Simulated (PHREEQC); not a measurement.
Make-up at 25 °C: 0.0035 mol H2SO4, 5.9e-05 mol CaCl2, 0.021 mol CuCl2 and 0.0097 mol HCl per kg of water. Closed to the air; pH follows from the charge balance.

Equilibrium calculation in PHREEQC: ion-association model, phreeqc.dat.

Precipitation was switched off in this run.

Question: What pH, specific conductance does the model give?

Answer: pH 1.88; specific conductance 9670 µS/cm.

Question: In which forms is S present?

Answer: SO4-2 43 %, CuSO4 29 %, HSO4- 28 % of the S.
